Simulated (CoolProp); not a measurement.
A single-stage vapour-compression cycle with R113: evaporating at 286.15 K (dew point), condensing at 351.15 K (bubble point), superheat 5 K, subcooling 2 K, compressor efficiency 0.6, no pressure losses. Each further row changes one setting.

Values from CoolProp's reference Helmholtz-energy equation of state, Marx 1992.

| case | cooling COP | pressure ratio | discharge temperature (K) | refrigerating effect (kJ/kg) | volumetric capacity (kJ/m³) |
|---|---|---|---|---|---|
| as stated | 2.00 | 9.20 | 368.1 | 99.0 | 212 |
| evaporating temperature 291.15 K | 2.27 | 7.44 | 366.3 | 102 | 267 |
| condensing temperature 346.15 K | 2.24 | 8.02 | 363.2 | 104 | 223 |
| subcooling 7 K | 2.10 | 9.20 | 368.1 | 104 | 223 |
| superheat 15 K | 2.05 | 9.20 | 379.6 | 106 | 218 |
| compressor efficiency 0.5 | 1.67 | 9.20 | 381.4 | 99.0 | 212 |
